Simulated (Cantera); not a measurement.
A perfectly stirred reactor is fed with H2 : O2 : N2 = 0.8 : 1 : 11 (molar parts), at 0.450 bar; it is held at 1173 K, and followed from long to short residence time.

Detailed kinetics in Cantera: the H2/O2 subset of GRI-Mech 3.0, which has no nitrogen chemistry. The temperature is held fixed by assumption; the heat of reaction is taken as removed at once.

Question: Predict: x(H2) at τ = 0.510 s; x(O2) at τ = 0.510 s; x(H2O2) at τ = 0.510 s; x(HO2) at τ = 0.510 s; x(OH) at τ = 0.510 s; x(H2) at τ = 12.0 ms; x(O2) at τ = 12.0 ms; x(H2O2) at τ = 12.0 ms; x(HO2) at τ = 12.0 ms; x(OH) at τ = 12.0 ms.

Answer: 
```
Property                  Result
----------------------  --------
x(H2) at τ = 0.510 s    0.000139
x(O2) at τ = 0.510 s      0.0484
x(H2O2) at τ = 0.510 s   3.68e-7
x(HO2) at τ = 0.510 s    3.43e-6
x(OH) at τ = 0.510 s    0.000113
x(H2) at τ = 12.0 ms     0.00142
x(O2) at τ = 12.0 ms      0.0488
x(H2O2) at τ = 12.0 ms   1.18e-6
x(HO2) at τ = 12.0 ms    1.08e-5
x(OH) at τ = 12.0 ms    0.000433
```
